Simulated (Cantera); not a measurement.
A freely propagating, adiabatic, planar premixed flame of 6.61 % CO, 5.82 % H₂, 3.90 % CH₄, 15.2 % O₂, 57.2 % N₂, 11.2 % CO₂, equivalence ratio 0.92, unburnt at 323 K and 2.90 bar; multicomponent transport, grid criteria slope 0.08 and curve 0.16, no radiation.

Model: GRI-Mech 3.0 (53 species, 325 reactions), integrated in Cantera. Burning velocities carry a grid error of a few per cent, more on coarse grids.

Q: Predict: laminar burning velocity; thermal thickness; peak x(CH₂CO); peak x(CH₂O); peak x(HCN).

A: 
```
Property                     Result
------------------------  ---------
laminar burning velocity  22.9 cm/s
thermal thickness          0.248 mm
peak x(CH₂CO)               1.43e-5
peak x(CH₂O)               0.000519
peak x(HCN)                 1.57e-7
```
